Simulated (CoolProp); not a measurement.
Values from CoolProp's reference Helmholtz-energy equation of state, Setzmann 1991.

Task: For methane, give the phase and the cv (kJ/(kg K)), Joule-Thomson coefficient (K/MPa), Prandtl number at 260.7 K and 101 kPa; 332 K and 101 kPa; 379.5 K and 101 kPa.

Result: 
- 260.7 K and 101 kPa: gas; cv 1.64, Joule-Thomson coefficient 5.72, Prandtl number 0.739
- 332 K and 101 kPa: gas; cv 1.80, Joule-Thomson coefficient 3.48, Prandtl number 0.727
- 379.5 K and 101 kPa: gas; cv 1.94, Joule-Thomson coefficient 2.55, Prandtl number 0.723

Viscosity comes from a separate model (Quiñones-Cisneros 2006). Thermal conductivity comes from a separate model (Friend 1989).
